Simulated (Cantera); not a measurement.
An isothermal plug-flow reactor at 650 K and 210000 Pa (inlet), inlet velocity 0.12 m/s, active area per volume 1700 1/m; feed CO : O2 : N2 : H2O = 0.0036 : 0.098 : 0.79 : 0.018 (molar parts).

Cantera simulation using Deutschmann's 1995 Pt surface mechanism with GRI-Mech 3.0 gas chemistry; the numbers are that mechanism's predictions, not measurements. Catalytic surfaces can have several steady states; this one follows from the mechanism file's or the stated starting coverage. Mass transfer to the wall is taken as infinitely fast.

x: gas mole fraction; θ: surface coverage.

```
z (m)       x CO   x O2   x H2O       x CO2  θ free Pt   θ O*    θ OH*
-------  -------  -----  ------  ----------  ---------  -----  -------
0.00016  0.00394  0.108  0.0198  (withheld)    0.00287  0.994  0.00307
0.00029  0.00392  0.108  0.0198  (withheld)    0.00286  0.994  0.00306
0.00051  0.00389  0.108  0.0198  (withheld)    0.00284  0.994  0.00305
0.00091  0.00384  0.108  0.0198  (withheld)    0.00282  0.994  0.00304
0.0016   0.00375  0.108  0.0198  (withheld)    0.00278  0.994  0.00302
0.0029   0.00360  0.108  0.0198  (withheld)    0.00271  0.994  0.00298
0.0051   0.00338  0.107  0.0198  (withheld)    0.00261  0.994  0.00293
0.0091   0.00303  0.107  0.0198  (withheld)    0.00249  0.994  0.00286
0.016    0.00256  0.107  0.0198  (withheld)    0.00234  0.995  0.00277
```

Task: What belongs in the gaps?

Result: 
- 0.00016, x CO2: 2.18e-5
- 0.00029, x CO2: 3.93e-5
- 0.00051, x CO2: 6.85e-5
- 0.00091, x CO2: 0.000120
- 0.0016, x CO2: 0.000206
- 0.0029, x CO2: 0.000356
- 0.0051, x CO2: 0.000583
- 0.0091, x CO2: 0.000931
- 0.016, x CO2: 0.00140
